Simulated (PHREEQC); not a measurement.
NaOH is added in steps, without added water, to 1 kg of water holding 0.02 mol NaHCO3, 0.042 mol Na2SO4 and 8.2e-05 mol LiCl, at 25 °C. Oxygen alone is held at its pressure in air (log pO2 = -0.68). No CO2 enters from the air. No solid was allowed to form.

Base run: PHREEQC, ion-association model, wateq4f.dat. Each further column changes one thing. The table gives HCO3- (mol/kgw).

```
NaOH added (mol)      base  Na2SO4 from 0.042 to 0.42 mol/kgw  diluted 5-fold with water  NaHCO3 from 0.02 to 0.022 mol/kgw  solids may form
----------------  --------  ---------------------------------  -------------------------  ---------------------------------  ---------------
0                   0.0188                             0.0166                    0.00387                             0.0206           0.0188
0.003281            0.0162                             0.0145                    0.00106                             0.0181           0.0162
0.006562            0.0130                             0.0117                   0.000174                             0.0150           0.0130
0.01094            0.00886                            0.00792                    6.72e-5                             0.0108          0.00886
0.01422            0.00577                            0.00510                    4.49e-5                            0.00766          0.00577
0.0175             0.00286                            0.00235                    3.33e-5                            0.00462          0.00286
0.02078           0.000869                           0.000426                    2.62e-5                            0.00194         0.000869
0.02406           0.000337                           0.000131                    2.15e-5                           0.000600         0.000337
0.02844           0.000172                            6.46e-5                    1.71e-5                           0.000242         0.000172
0.03172           0.000124                            4.66e-5                    1.48e-5                           0.000162         0.000124
0.035              9.62e-5                            3.64e-5                    1.30e-5                           0.000121          9.62e-5
```

 The ionic strength passes 0.7 mol/kgw, the rough limit of the ion-association models, in part of: Na2SO4 from 0.042 to 0.42 mol/kgw. Solids allowed in the column 'solids may form': Halite, Mirabilite, Nahcolite, Natron.
